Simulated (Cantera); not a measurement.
A Cantera script and what it prints.

```python
import numpy as np
import cantera as ct

gas_names = """
    CL CL2 N N2 Si SiCL SiCL2 SiCL3 SiCL4 SiN Si2 Si2N Si3
""".split()
cond_names = """
    Si(cr) Si(L) Si3N4(a)
""".split()


# ... load() reads the species with a 1 bar reference pressure and builds the phases ...
atoms = {
    'Si2Cl6': {'Si': 2, 'CL': 6},
    'N2': {'N': 2},
}
top_T = {'Si3N4(a)': 2400}  # K; cautious upper limits of use, not melting points


# ... equilibrate(T, P, feed) seeds the gas with the atoms and calls Mixture.equilibrate('TP', solver="vcs", rtol=1e-11, max_steps=5000) ...
results = []
feed = {'Si2Cl6': 1, 'N2': 110}  # mol
for P in [100, 260, 670, 1700, 4500, 12000, 30000, 77000, 200000]:
    for T in [948, 1023, 1098, 1173, 1248, 1323, 1398, 1473, 1548, 1623, 1698]:
        mix = equilibrate(T, P, feed)
        results.append((T, P, feed, dict(zip(mix.species_names, mix.species_moles))))

for T, P, feed, n in results:
    print(f"{T:7g} {P:10.4g}  " + (" + ".join(c for c in cond_names if n.get(c, 0) > 1e-12) or "gas only"))
```

It prints:

```
    948        100  Si3N4(a)
   1023        100  Si3N4(a)
   1098        100  Si3N4(a)
   1173        100  Si3N4(a)
   1248        100  Si3N4(a)
   1323        100  gas only
   1398        100  gas only
   1473        100  gas only
   1548        100  gas only
   1623        100  gas only
   1698        100  gas only
    948        260  Si3N4(a)
   1023        260  Si3N4(a)
   1098        260  Si3N4(a)
   1173        260  Si3N4(a)
   1248        260  Si3N4(a)
   1323        260  gas only
   1398        260  gas only
   1473        260  gas only
   1548        260  gas only
   1623        260  gas only
   1698        260  gas only
    948        670  Si3N4(a)
   1023        670  Si3N4(a)
   1098        670  Si3N4(a)
   1173        670  Si3N4(a)
   1248        670  Si3N4(a)
   1323        670  Si3N4(a)
   1398        670  gas only
   1473        670  gas only
   1548        670  gas only
   1623        670  gas only
   1698        670  gas only
    948       1700  Si3N4(a)
   1023       1700  Si3N4(a)
   1098       1700  Si3N4(a)
   1173       1700  Si3N4(a)
   1248       1700  Si3N4(a)
   1323       1700  Si3N4(a)
   1398       1700  gas only
   1473       1700  gas only
   1548       1700  gas only
   1623       1700  gas only
   1698       1700  gas only
    948       4500  Si3N4(a)
   1023       4500  Si3N4(a)
   1098       4500  Si3N4(a)
   1173       4500  Si3N4(a)
   1248       4500  Si3N4(a)
   1323       4500  Si3N4(a)
   1398       4500  Si3N4(a)
   1473       4500  gas only
   1548       4500  gas only
   1623       4500  gas only
   1698       4500  gas only
    948    1.2e+04  Si3N4(a)
   1023    1.2e+04  Si3N4(a)
   1098    1.2e+04  Si3N4(a)
   1173    1.2e+04  Si3N4(a)
   1248    1.2e+04  Si3N4(a)
   1323    1.2e+04  Si3N4(a)
   1398    1.2e+04  Si3N4(a)
   1473    1.2e+04  Si3N4(a)
   1548    1.2e+04  gas only
   1623    1.2e+04  gas only
   1698    1.2e+04  gas only
    948      3e+04  Si3N4(a)
   1023      3e+04  Si3N4(a)
   1098      3e+04  Si3N4(a)
   1173      3e+04  Si3N4(a)
   1248      3e+04  Si3N4(a)
   1323      3e+04  Si3N4(a)
   1398      3e+04  Si3N4(a)
   1473      3e+04  Si3N4(a)
   1548      3e+04  Si3N4(a)
   1623      3e+04  gas only
   1698      3e+04  gas only
    948    7.7e+04  Si3N4(a)
   1023    7.7e+04  Si3N4(a)
   1098    7.7e+04  Si3N4(a)
   1173    7.7e+04  Si3N4(a)
   1248    7.7e+04  Si3N4(a)
   1323    7.7e+04  Si3N4(a)
   1398    7.7e+04  Si3N4(a)
   1473    7.7e+04  Si3N4(a)
   1548    7.7e+04  Si3N4(a)
   1623    7.7e+04  gas only
   1698    7.7e+04  gas only
    948      2e+05  Si3N4(a)
   1023      2e+05  Si3N4(a)
   1098      2e+05  Si3N4(a)
   1173      2e+05  Si3N4(a)
   1248      2e+05  Si3N4(a)
   1323      2e+05  Si3N4(a)
   1398      2e+05  Si3N4(a)
   1473      2e+05  Si3N4(a)
   1548      2e+05  Si3N4(a)
   1623      2e+05  Si3N4(a)
   1698      2e+05  gas only
```

These are equilibrium values from Cantera (NASA tables, ideal gas, pure condensed phases), not measurements of a reactor. The feed counts by its element totals alone. N2 is the only nitrogen source here; it is nearly inert below about 1500 K, so the nitride shown seldom forms there in practice. The tables' values for SiCl3 are old estimates.
